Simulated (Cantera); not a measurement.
Input (Python, Cantera):

```python
import numpy as np
import cantera as ct

gas = ct.Solution("gri30.yaml", transport_model="mixture-averaged")
show = ['NO', 'CO2', 'H']

rows = []
print(f"{'T/K':>7s}{'rho':>11s}{'cp':>10s}{'mu':>11s}{'lambda':>11s}{'Pr':>7s}" + "".join(f"{'D_' + s:>11s}" for s in show))
for T in [400, 500, 600, 700, 800, 900, 1000, 1100]:
    gas.TPX = T, 1000000, {'NH3': 0.12, 'CH4': 0.53, 'C2H6': 0.28}
    Pr = gas.cp_mass * gas.viscosity / gas.thermal_conductivity
    D = [gas.mix_diff_coeffs_mole[gas.species_index(s)] for s in show]
    rows.append([gas.density, gas.cp_mass, gas.viscosity, gas.thermal_conductivity, Pr, *D])
    print(f"{T:7g}{gas.density:11.4e}{gas.cp_mass:10.1f}{gas.viscosity:11.4e}"
          f"{gas.thermal_conductivity:11.4e}{Pr:7.3f}" + "".join(f"{d:11.4e}" for d in D))
print("SI units: kg/m3, J/kg/K, Pa s, W/m/K, m2/s")
```

Output:

```
    T/K        rho        cp         mu     lambda     Pr       D_NO      D_CO2        D_H
    400 6.1320e+00    2338.9 1.3624e-05 4.4765e-02  0.712 3.2560e-06 2.5194e-06 1.7483e-05
    500 4.9056e+00    2712.7 1.6406e-05 6.1996e-02  0.718 4.8261e-06 3.8038e-06 2.6084e-05
    600 4.0880e+00    3079.9 1.8966e-05 8.0730e-02  0.724 6.6227e-06 5.2879e-06 3.5955e-05
    700 3.5040e+00    3414.0 2.1348e-05 1.0027e-01  0.727 8.6298e-06 6.9555e-06 4.6999e-05
    800 3.0660e+00    3706.7 2.3586e-05 1.2019e-01  0.727 1.0835e-05 8.7943e-06 5.9145e-05
    900 2.7253e+00    3968.0 2.5704e-05 1.4023e-01  0.727 1.3228e-05 1.0794e-05 7.2334e-05
   1000 2.4528e+00    4226.1 2.7722e-05 1.6021e-01  0.731 1.5801e-05 1.2948e-05 8.6520e-05
   1100 2.2298e+00    4442.0 2.9653e-05 1.8003e-01  0.732 1.8547e-05 1.5248e-05 1.0166e-04
SI units: kg/m3, J/kg/K, Pa s, W/m/K, m2/s
```

Cantera simulation using GRI-Mech 3.0 (53 species, 325 reactions); the numbers are that mechanism's predictions, not measurements. Polar gases are described roughly by these parameters. The composition is frozen, though it would react at the higher temperatures.
